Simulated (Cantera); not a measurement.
A closed system holds: 1 mol borazine, 0.54 mol O2, at 1373.15 K.

These are equilibrium values from Cantera (NASA tables, ideal gas, pure condensed phases), not measurements of a reactor. Candidate condensed phases: B, BN, B2O3, B3O3H3, H2O; 39 gas species. The feed counts by its element totals alone. Mutual solubility and eutectic melting of coexisting phases are not modelled. Gases not in the tables: H3BO3. The numbers say what is thermodynamically allowed, not how fast it happens.

x: gas mole fraction; n: condensed amount in mol.

```json
[
 {"P (Pa)": "10", "x H2": "0.860", "x N2": "0.105", "x B2O3": "0.0126", "x HBO": "0.0112", "x HBO2": "0.00879", "x H2O": "0.000155", "x B2O2": "…", "n BN(s)": "2.27", "n B2O3(l)": "0.280"},
 {"P (Pa)": "46", "x H2": "0.881", "x N2": "0.106", "x B2O3": "0.00273", "x HBO": "0.00411", "x HBO2": "0.00536", "x H2O": "0.000265", "x B2O2": "…", "n BN(s)": "2.28", "n B2O3(l)": "0.333"},
 {"P (Pa)": "220", "x H2": "0.888", "x N2": "0.106", "x B2O3": "0.000571", "x HBO": "0.00145", "x HBO2": "0.00319", "x H2O": "0.000451", "x B2O2": "…", "n BN(s)": "2.28", "n B2O3(l)": "0.349"},
 {"P (Pa)": "1000", "x H2": "0.890", "x N2": "0.107", "x B2O3": "0.000126", "x HBO": "0.000530", "x HBO2": "0.00193", "x H2O": "0.000749", "x B2O2": "…", "n BN(s)": "2.28", "n B2O3(l)": "0.354"},
 {"P (Pa)": "4600", "x H2": "0.891", "x N2": "0.107", "x B2O3": "2.73e-5", "x HBO": "0.000192", "x HBO2": "0.00116", "x H2O": "0.00125", "x B2O2": "…", "n BN(s)": "2.28", "n B2O3(l)": "0.356"},
 {"P (Pa)": "22000", "x H2": "0.891", "x N2": "0.106", "x B2O3": "5.71e-6", "x HBO": "6.75e-5", "x HBO2": "0.000689", "x H2O": "0.00210", "x B2O2": "…", "n BN(s)": "2.29", "n B2O3(l)": "0.356"},
 {"P (Pa)": "100000", "x H2": "0.890", "x N2": "0.106", "x B2O3": "1.26e-6", "x HBO": "2.46e-5", "x HBO2": "0.000416", "x H2O": "0.00347", "x B2O2": "…", "n BN(s)": "2.29", "n B2O3(l)": "0.355"}
]
```

Question: Fill in the missing entries.

Answer: 
- 10, x B2O2: 0.00159
- 46, x B2O2: 0.000208
- 220, x B2O2: 2.58e-5
- 1000, x B2O2: 3.42e-6
- 4600, x B2O2: 4.47e-7
- 22000, x B2O2: 5.55e-8
- 100000, x B2O2: 7.38e-9
